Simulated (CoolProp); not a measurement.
Vapour-liquid equilibrium of CHF3 (R23) (1) + sulfur hexafluoride (2) at 231.1 K; x and y are mole fractions of (1).

Computed with CoolProp (multi-fluid Helmholtz-energy mixture model, Penoncello 2003 and Guder 2009; pair parameters Bell 2016).

```
x     bubble pressure (bar)  y at the bubble point  dew pressure at overall composition x (bar)  liquid density (mol/L)
----  ---------------------  ---------------------  -------------------------------------------  ----------------------
0.05                  3.957                  0.223                                        3.301                   12.52
0.2                   5.406                  0.477                                        3.857              (withheld)
0.35                  6.104                  0.576                                        4.599                   13.60
0.5                   6.501                  0.644                                        5.570                   14.33
0.65                  6.746                  0.712                                        6.528                   15.24
0.8                   6.842                  0.799                                        6.842                   16.37
0.95                  6.687                  0.935                                   (withheld)              (withheld)
```

Some entries are withheld; supply them.


- 0.2, liquid density (mol/L): 13.01
- 0.95, dew pressure at overall composition x (bar): 6.656
- 0.95, liquid density (mol/L): 17.75

y crosses x between x = 0.65 and 0.8: the model has an azeotrope there.

The pair parameters rest on a limited set of measurements; away from them the model extrapolates.
